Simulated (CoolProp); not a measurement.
Properties of acetone along the isobar 0.647 MPa (Tc = 508.1 K, pc = 4.692 MPa, ω = 0.307).

Values from CoolProp's reference Helmholtz-energy equation of state, Lemmon 2006. It is a short technical equation, of lower accuracy than the large ones.

| T (K) | phase | cv (kJ/(kg K)) | speed of sound (m/s) | isothermal compressibility (1/MPa) | expansivity (1/kK) | fugacity coefficient |
|---|---|---|---|---|---|---|
| 479.4 | gas | 1.724 | 257.4 | 1.667 | 2.693 | 0.9339 |
| 485.3 | gas | 1.735 | 259.6 | 1.660 | 2.625 | 0.9368 |
| 491.1 | gas | 1.747 | 261.7 | 1.655 | 2.564 | 0.9394 |
| 497 | gas | 1.758 | 263.8 | 1.649 | 2.505 | 0.9419 |
| 502.9 | gas | 1.771 | 265.8 | 1.644 | 2.450 | 0.9443 |
| 508.8 | gas | 1.783 | 267.9 | 1.639 | 2.398 | 0.9466 |
| 514.7 | gas | 1.795 | 269.9 | 1.635 | 2.349 | 0.9487 |
| 520.6 | gas | 1.808 | 271.8 | 1.631 | 2.303 | 0.9507 |
| 526.5 | gas | 1.821 | 273.7 | 1.627 | 2.260 | 0.9526 |
| 532.3 | gas | 1.833 | 275.6 | 1.624 | 2.219 | 0.9544 |
| 538.2 | gas | 1.846 | 277.5 | 1.620 | 2.180 | 0.9561 |
| 544.1 | gas | 1.859 | 279.3 | 1.617 | 2.142 | 0.9578 |
| 550 | gas | 1.872 | 281.2 | 1.614 | 2.106 | 0.9593 |
